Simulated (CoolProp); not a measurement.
Vapour-liquid equilibrium of ethane (1) + propane (2) at 0.249 MPa; x and y are mole fractions of (1).

Model: multi-fluid Helmholtz-energy mixture model, Bücker 2006 and Lemmon 2009; pair parameters Kunz 2012, in CoolProp.

### Question
Give the bubble temperature and the first vapour's composition at x = 0.05, 0.2, 0.8. Is there an azeotrope?

### Answer
x = 0.05: 248.2 K, y = 0.211; x = 0.2: 235.3 K, y = 0.589; x = 0.8: 208.1 K, y = 0.972. No azeotrope shows between x = 0.05 and 0.95.

The pair parameters rest on a limited set of measurements; away from them the model extrapolates.
